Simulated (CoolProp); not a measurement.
A closed Brayton cycle with carbon dioxide: compressor inlet 330.15 K and 9.2 MPa, high pressure 29.3 MPa, turbine inlet 745 K, compressor efficiency 0.85, turbine efficiency 0.85, recuperator effectiveness 0.9 (on enthalpy, no pinch check). Each further row changes one setting.

Computed with CoolProp (reference Helmholtz-energy equation of state, Span 1996).

| case | thermal efficiency (%) | net work (kJ/kg) | compressor to turbine work | compressor exit (K) | turbine exit (K) |
|---|---|---|---|---|---|
| as stated | 27.3 | 63.6 | 0.49 | 425.2 | 620.9 |
| turbine inlet 695 K | 24.4 | 53.1 | 0.54 | 425.2 | 575.1 |
| compressor inlet 340.15 K | 25.2 | 55.8 | 0.56 | 443.6 | 620.9 |
| high pressure 24.9 MPa | 27.2 | 58.5 | 0.47 | 411.5 | 637.9 |
| recuperator effectiveness 0.5 | 19.6 | 63.6 | 0.49 | 425.2 | 620.9 |
